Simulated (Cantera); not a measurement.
Source: NASA polynomial tables (part measured, part estimated), evaluated in Cantera. Values are per mole of reaction as written; species without (g) are pure solids or liquids, kept so even where they would boil at 1 bar.

### Question
Between 398 and 1198 K, where is each reaction favourable under standard conditions?
- 0.8 V + O2(g) = 0.4 V2O5
- 2 B + O2(g) = B2O2(g)
- 0.6667 Cr + O2(g) = 0.6667 CrO3(g)

### Answer
- 0.8 V + O2(g) = 0.4 V2O5: ΔG° is -550 kJ at 398 K and -424 kJ at 1198 K; it stays negative (K > 1). ΔH° is -582 kJ and ΔS° -132 J/K at 1198 K.
- 2 B + O2(g) = B2O2(g): ΔG° is -466 kJ at 398 K and -486 kJ at 1198 K; it stays negative (K > 1). ΔH° is -460 kJ and ΔS° 22 J/K at 1198 K.
- 0.6667 Cr + O2(g) = 0.6667 CrO3(g): ΔG° is -178 kJ at 398 K and -140 kJ at 1198 K; it stays negative (K > 1). ΔH° is -198 kJ and ΔS° -48 J/K at 1198 K.
